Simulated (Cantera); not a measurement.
Source: NASA polynomial tables (part measured, part estimated), evaluated in Cantera. Values are per mole of reaction as written; species without (g) are pure solids or liquids, kept so even where they would boil at 1 bar.

2 Al2O(g) + 6 F2(g) = O2(g) + 4 AlF3(g), with ΔH° = -4546.9 kJ and ΔS° = -409.6 J/K at 300 K.

### Question
How far is the shortcut ΔG° ≈ ΔH°(300 K) − T·ΔS°(300 K) from the full temperature-dependent value at 2373, 2448, 2523, 2598, 2673, 2748 K?

### Answer
```tsv
T (K)	shortcut (kJ)	full (kJ)	difference (kJ)	difference in log10 K
2373	-3575.0	-3583.7	8.7	-0.19
2448	-3544.3	-3553.8	9.6	-0.20
2523	-3513.6	-3524.0	10.4	-0.22
2598	-3482.8	-3494.1	11.3	-0.23
2673	-3452.1	-3464.3	12.2	-0.24
2748	-3421.4	-3434.5	13.1	-0.25
```
The shortcut ignores the heat-capacity change of the reaction.
